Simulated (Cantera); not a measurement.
Charge: 1 mol Si2Cl6, 0.71 mol N2.

Cantera equilibrium calculation (NASA polynomials, part measured and part estimated; ideal gas, pure solids and liquids). Candidate condensed phases: Si, Si3N4; 13 gas species. The feed counts by its element totals alone. N2 is the only nitrogen source here; it is nearly inert below about 1500 K, so the nitride shown seldom forms there in practice. The tables' values for SiCl3 are old estimates. Equilibrium is a limit: real reactors are often held back by kinetics, nucleation or transport.

Question: What condenses at these points (T in K, P in Pa): (1048, 710); (1448, 140); (1448, 5); (1398, 710); (998, 5)?

Answer: 
| T (K) | P in Pa | condensed phases | Si condensed (%) |
|---|---|---|---|
| 1048 | 710 | Si3N4 | 24.9 |
| 1448 | 140 | gas only | 0.0 |
| 1448 | 5 | gas only | 0.0 |
| 1398 | 710 | Si3N4 | 9.7 |
| 998 | 5 | Si3N4 | 24.8 |
